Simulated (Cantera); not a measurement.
A closed system holds: 1 mol FeCl₂, 0.67 mol H₂, at 1.40 Pa.

These are equilibrium values from Cantera (NASA tables, ideal gas, pure condensed phases), not measurements of a reactor. Candidate condensed phases: Fe, FeCl₂, FeCl₃; 11 gas species. The numbers say what is thermodynamically allowed, not how fast it happens.

Task: Which condensed phases are stable at each of these points (T (°C)): 1150, 1200, 1250, 1300, 1350, 1400, 1450?

Result: 
```csv
T (°C),condensed phases,Fe condensed (%)
1150,Fe(γ),30.7
1200,Fe(γ),29.2
1250,Fe(γ),26.5
1300,Fe(γ),20.5
1350,Fe(γ),5.5
1400,gas only,0.0
1450,gas only,0.0
```

From 1150 °C to 1350 °C the condensed part is Fe(γ). From 1400 °C to 1450 °C nothing is condensed.
